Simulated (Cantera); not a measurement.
An isothermal, constant-pressure homogeneous reactor starts with NH3 : H2 = 1 : 2.9 (molar parts), at 1975 K and 6800 Pa. Integrator tolerance rtol = 1e-08.

Detailed kinetics in Cantera: the gas-phase N/H chemistry of the illustrative SiF4/NH3 mechanism in the Surface Chemkin manual (1991). Walls and surfaces, which speed up NH3 decomposition in real reactors, are not modelled.

### Question
What does this change do: temperature 1975 to 2100 K?

### Answer
| quantity | before | after |
|---|---|---|
| x(NH3) at 2.00 s | 0.0157 (gas-phase equilibrium 3.82e-7) | 2.15e-5 (gas-phase equilibrium 3.10e-7) |
| x(H2) at 2.00 s | 0.887 (gas-phase equilibrium 0.893) | 0.887 (gas-phase equilibrium 0.887) |
| x(N2) at 2.00 s | 0.0957 (gas-phase equilibrium 0.102) | 0.101 (gas-phase equilibrium 0.101) |
| x(N) at 2.00 s | 8.77e-7 (gas-phase equilibrium 7.63e-10) | 2.99e-7 (gas-phase equilibrium 4.34e-9) |
| x(N2H2) at 2.00 s | 5.82e-8 (gas-phase equilibrium <1e-12) | 1.12e-11 (gas-phase equilibrium <1e-12) |
| x(NH) at 2.00 s | 4.57e-6 (gas-phase equilibrium 1.20e-9) | 3.02e-7 (gas-phase equilibrium 4.37e-9) |
